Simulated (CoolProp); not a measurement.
C2F6 (R116) along the isobar 27.1 bar: density (kg/m³) from the reference equation and from simpler models built on Tc = 19.9 °C, pc = 30.48 bar, ω = 0.257; each cubic takes its own stable root.

Model: reference Helmholtz-energy equation of state, Lemmon 2006, in CoolProp. It is a short technical equation, of lower accuracy than the large ones.

```tsv
T (°C)	phase	reference	van der Waals	Redlich-Kwong	Soave-Redlich-Kwong
-58.95	liquid	?	988.4	1410	1464
-39.85	liquid	1438	930.1	1304	1360
-20.65	liquid	?	858.3	1176	1230
-1.45	liquid	1180	757.7	1005	1051
17.65	gas	296.1	263.7	285.6	288.3
36.85	gas	209.4	208.4	212.7	208.1
56.05	gas	176.7	?	?	175.9
75.15	gas	156.4	161.3	160.7	155.7
94.35	gas	141.8	147.0	145.8	141.1
113.55	gas	130.5	135.6	134.2	129.7
132.65	gas	121.4	126.3	124.8	120.6
151.85	gas	?	118.4	116.8	113.0
```

Problem. Fill in the missing entries.

Solution. 
- -58.95, reference: 1532
- -20.65, reference: 1326
- 56.05, van der Waals: 180.3
- 56.05, Redlich-Kwong: 181.0
- 151.85, reference: 113.7
